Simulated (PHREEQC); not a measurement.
Consider water at 25 °C with 0.0015 mol Na2B4O7 and 0.00015 mol Cs2SO4 per kg of water. Closed to the air; pH follows from the charge balance.

Equilibrium calculation in PHREEQC: ion-association model, wateq4f.dat.

Precipitation was switched off in this run.

**Question.** Estimate the pH.

**Answer.** pH 9.21.

**Question.** In which forms is B present?

**Answer.** H3BO3 50 %, H2BO3- 50 % of the B.
